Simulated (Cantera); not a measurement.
A closed system holds: 1 mol SiC, 0.042 mol H2O, a varied amount of H2, at 1875 K and 2.10 bar.

Cantera equilibrium calculation (NASA polynomials, part measured and part estimated; ideal gas, pure solids and liquids). Candidate condensed phases: C, C6H6, C7H8, C8H18, H2O, Si, SiC, SiO2; 123 gas species. Gases not in the tables: Si2H6 and higher silanes. Equilibrium is a limit: real reactors are often held back by kinetics, nucleation or transport.

x: gas mole fraction; n: condensed amount in mol.

```json
[
 {"n(H2) (mol)": "19", "x H2": "0.997", "x SiO": "[?]", "x CO": "0.00106", "x H": "0.000452", "x CH4": "0.000101", "n SiC(s)": "0.978"},
 {"n(H2) (mol)": "32", "x H2": "0.998", "x SiO": "[?]", "x CO": "0.000614", "x H": "0.000452", "x CH4": "9.88e-5", "n SiC(s)": "0.977"},
 {"n(H2) (mol)": "44", "x H2": "0.998", "x SiO": "[?]", "x CO": "0.000438", "x H": "0.000452", "x CH4": "9.70e-5", "n SiC(s)": "0.976"},
 {"n(H2) (mol)": "56", "x H2": "0.999", "x SiO": "[?]", "x CO": "0.000337", "x H": "0.000452", "x CH4": "9.52e-5", "n SiC(s)": "0.975"},
 {"n(H2) (mol)": "68", "x H2": "0.999", "x SiO": "[?]", "x CO": "0.000273", "x H": "0.000452", "x CH4": "9.36e-5", "n SiC(s)": "0.975"},
 {"n(H2) (mol)": "81", "x H2": "0.999", "x SiO": "[?]", "x CO": "0.000225", "x H": "0.000452", "x CH4": "9.20e-5", "n SiC(s)": "0.974"},
 {"n(H2) (mol)": "93", "x H2": "0.999", "x SiO": "[?]", "x CO": "0.000192", "x H": "0.000452", "x CH4": "9.06e-5", "n SiC(s)": "0.973"},
 {"n(H2) (mol)": "110", "x H2": "0.999", "x SiO": "0.000222", "x CO": "0.000159", "x H": "0.000452", "x CH4": "8.88e-5", "n SiC(s)": "0.972"},
 {"n(H2) (mol)": "120", "x H2": "0.999", "x SiO": "0.000205", "x CO": "0.000144", "x H": "0.000452", "x CH4": "8.78e-5", "n SiC(s)": "0.972"},
 {"n(H2) (mol)": "130", "x H2": "0.999", "x SiO": "0.000191", "x CO": "0.000131", "x H": "0.000452", "x CH4": "8.69e-5", "n SiC(s)": "0.971"},
 {"n(H2) (mol)": "140", "x H2": "0.999", "x SiO": "0.000179", "x CO": "0.000120", "x H": "0.000452", "x CH4": "8.60e-5", "n SiC(s)": "0.971"}
]
```

Task: What belongs in the gaps?

Result: 
- 19, x SiO: 0.00114
- 32, x SiO: 0.000691
- 44, x SiO: 0.000512
- 56, x SiO: 0.000409
- 68, x SiO: 0.000342
- 81, x SiO: 0.000292
- 93, x SiO: 0.000258
